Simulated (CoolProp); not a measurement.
Computed with CoolProp (reference Helmholtz-energy equation of state, Lemmon 2006). It is a short technical equation, of lower accuracy than the large ones.

For toluene, give the phase and the speed of sound (m/s), Joule-Thomson coefficient (K/MPa), Prandtl number at 331.65 °C and 9.67 MPa.


- 331.65 °C and 9.67 MPa: supercritical; speed of sound 335, Joule-Thomson coefficient 0.851, Prandtl number 2.48

Viscosity comes from a separate model (Avgeri 2015). Thermal conductivity comes from a separate model (Assael 2012).
